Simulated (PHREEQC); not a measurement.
# Brine

Make-up at 25 °C: 2 mol/kgw Na2CO3, 0.13 mol/kgw K2SO4 and 0.165 mol/kgw KBr. Closed to the air; pH follows from the charge balance.

The numbers come from PHREEQC with the Pitzer model, pitzer.dat.

Precipitation was switched off in this run.

Question: What pH, ionic strength does the model give?

Answer: pH 11.91; ionic strength 6.55 mol/kgw.

Species that the database lacks are ignored. In brines, pH and single-ion activities rest on the MacInnes convention.
